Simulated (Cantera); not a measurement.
Charge: 1 mol Na2SO4, 0.011 mol H2O, held at 1698.15 K and 0.000530 bar.

Cantera equilibrium calculation (NASA polynomials, part measured and part estimated; ideal gas, pure solids and liquids). Candidate condensed phases: H2O, H2SO4, Na, NaOH, NaO2, Na2O, Na2O2, Na2S, Na2SO4, S; 27 gas species. Kinetics and transport are ignored.

### Question
What is the equilibrium state?

### Answer
```json
{
 "x(Na)": "0.495",
 "x(SO2)": "0.250",
 "x(O2)": "0.248",
 "x(NaOH)": "0.00430",
 "x(NaO)": "0.00117",
 "x(O)": "0.000948",
 "x(H2O)": "0.000510",
 "x(Na2SO4)": "0.000319",
 "x(OH)": "0.000176",
 "gas_amount": "3.994 mol",
 "log10 activity of Na2SO4(l) (absent)": "-3.38",
 "log10 activity of Na(l) (absent)": "-4.91",
 "log10 activity of NaOH(l) (absent)": "-5.28"
}
```
